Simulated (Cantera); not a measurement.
A closed system holds: 1 mol trisilylamine, 25 mol N2, 89 mol H2, held at 15000 Pa.

Cantera equilibrium calculation (NASA polynomials, part measured and part estimated; ideal gas, pure solids and liquids). Candidate condensed phases: Si, Si3N4; 18 gas species. The feed counts by its element totals alone. Rates play no part. All values below are at 1098 K.

Base state: H2 0.799, N2 0.201, NH3 1.54e-5 (mole fractions); condensed: Si3N4(s).

### Question
What changes in the equilibrium state with this change: 0.39 mol CO2 added?

### Answer
```json
[
 {"species": "H2", "before": "0.799", "after": "0.793"},
 {"species": "N2", "before": "0.201", "after": "0.203"},
 {"species": "CH4", "before": "0", "after": "0.00333"},
 {"species": "NH3", "before": "1.54e-5", "after": "1.54e-5"},
 {"species": "Si3N4(s), mol", "before": "1.00", "after": "0.480"},
 {"species": "Si2N2O(s), mol", "before": "0", "after": "0.780"}
]
```
Mutual solubility and eutectic melting of coexisting phases are not modelled. Further candidate phases: C, C6H6, C7H8, C8H18, H2O, SiC, SiO2, Si2N2O.

### Question
What changes in the equilibrium state with this change: trisilylamine replaced by SiCl4?

### Answer
| species | before | after |
|---|---|---|
| H2 | 0.799 | 0.754 |
| N2 | 0.201 | 0.211 |
| HCl | 0 | 0.0347 |
| NH3 | 1.54e-5 | 1.45e-5 |
| Si3N4(s), mol | 1.00 | 0.333 |
N2 is the only nitrogen source here; it is nearly inert below about 1500 K, so the nitride shown seldom forms there in practice. Further candidate phases: NH4Cl.
